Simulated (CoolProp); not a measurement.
Hexamethyldisiloxane (MM) along the isotherm 291.55 °C: fugacity coefficient from the reference equation and from simpler models built on Tc = 245.6 °C, pc = 1.931 MPa, ω = 0.418; each cubic takes its own stable root.

Model: reference Helmholtz-energy equation of state, Thol 2016, in CoolProp.

```csv
p (MPa),phase,reference,van der Waals,Redlich-Kwong,Soave-Redlich-Kwong,Peng-Robinson
0.69,gas,(withheld),0.9146,0.9070,0.9136,0.9025
1.38,gas,0.8198,0.8298,0.8175,0.8310,(withheld)
2.07,supercritical,0.7366,0.7436,0.7304,0.7515,(withheld)
2.76,supercritical,0.6581,0.6515,0.6445,0.6753,0.6469
3.45,supercritical,0.5858,0.5731,0.5680,0.6064,0.5768
4.14,supercritical,(withheld),0.5185,0.5107,0.5511,0.5210
4.83,supercritical,(withheld),0.4797,0.4684,0.5089,0.4783
5.52,supercritical,0.4466,0.4514,0.4365,0.4766,0.4454
6.21,supercritical,0.4201,0.4304,0.4119,0.4514,0.4196
6.9,supercritical,0.3992,0.4147,0.3926,0.4316,0.3991
7.59,supercritical,0.3826,0.4029,0.3772,0.4158,0.3825
8.28,supercritical,0.3693,0.3942,0.3649,0.4032,0.3689
8.97,supercritical,0.3586,0.3879,0.3550,0.3931,0.3578
9.66,supercritical,0.3499,0.3836,0.3470,0.3849,0.3487
```

Fill in the missing entries.


- 0.69, reference: 0.9077
- 1.38, Peng-Robinson: 0.8115
- 2.07, Peng-Robinson: 0.7262
- 4.14, reference: 0.5262
- 4.83, reference: 0.4810
